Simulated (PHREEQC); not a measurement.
1 kg of water holding 0.39 mol/kgw MgCl2 and 0.2 mol/kgw NaCl is evaporated at 60 °C; the solids stay in contact with the brine. CO2 from the air is kept out. The run lets Bischofite, Brucite, Halite, MgCl2_4H2O precipitate or redissolve, and no other solid.

Equilibrium calculation in PHREEQC: Pitzer model, pitzer.dat.

```
water left (kg)  ionic strength  water activity  Halite (mol)  Mg in solution (mol/kgw)  Cl in solution (mol/kgw)
---------------  --------------  --------------  ------------  ------------------------  ------------------------
1                          1.37           0.974             0                     0.390                     0.980
0.8219                     1.67           0.968             0                     0.475                      1.19
0.6755                     2.03           0.960             0                     0.577                      1.45
0.5552                     2.47           0.950             0                     0.702                      1.77
0.4563                     3.00           0.936             0                     0.855                      2.15
0.375                      3.65           0.918             0                      1.04                      2.61
0.3082                     4.44           0.894             0                      1.27                      3.18
0.2533                     5.41           0.862             0                      1.54                      3.87
0.2082                     6.58           0.819             0                      1.87                      4.71
0.1711                     8.01           0.762             0                      2.28                      5.73
0.1407                     9.74           0.687             0                      2.77                      6.97
0.1156                     11.4           0.619        0.0552                      3.37                      8.00
0.09502                    13.0           0.553         0.134                      4.10                      8.90
0.07809                    15.3           0.455         0.176                      4.99                      10.3
```

Halite from water left = 0.1156 kg.

Constants without temperature data keep their 25 °C values here.
